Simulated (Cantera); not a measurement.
A jet of 3.77 % H2, 8.75 % O2, 87.5 % N2, equivalence ratio 0.22 at 300 K and 9600 Pa hits a platinum plate 9.1 cm away at a mass flux of 0.07 kg/m²/s; the plate temperature is set and raised in steps from an oxygen-covered start.

Computed with Cantera and Deutschmann's 1995 Pt surface mechanism with GRI-Mech 3.0 gas chemistry. Catalytic surfaces can have several steady states; this one follows from the mechanism file's or the stated starting coverage.

x: mole fraction at the wall; θ: surface coverage.

```
plate T (K)  wall x H2  wall x O2  wall x H2O  wall x OH  θ free Pt   θ O*    θ OH*
-----------  ---------  ---------  ----------  ---------  ---------  -----  -------
600            0.00218     0.0493      0.0691      <1e-8     0.0728  0.918  0.00913
650            0.00217     0.0494      0.0687      <1e-8     0.0764  0.917  0.00612
700            0.00210     0.0494      0.0684      <1e-8     0.0822  0.913  0.00437
750            0.00186     0.0493      0.0685      <1e-8     0.0974  0.899  0.00342
800                ___     0.0489      0.0689      <1e-8        ___  0.866      ___
850            0.00108     0.0486      0.0692    1.55e-8      0.182  0.816  0.00262
900                ___     0.0485      0.0694        ___        ___  0.755      ___
950           0.000683     0.0484      0.0694    1.33e-7      0.310  0.688  0.00205
```

Problem. What belongs in the gaps?

Solution. 
- 800, wall x H2: 0.00144
- 800, θ free Pt: 0.131
- 800, θ OH*: 0.00294
- 900, wall x H2: 0.000842
- 900, wall x OH: 4.81e-8
- 900, θ free Pt: 0.243
- 900, θ OH*: 0.00232
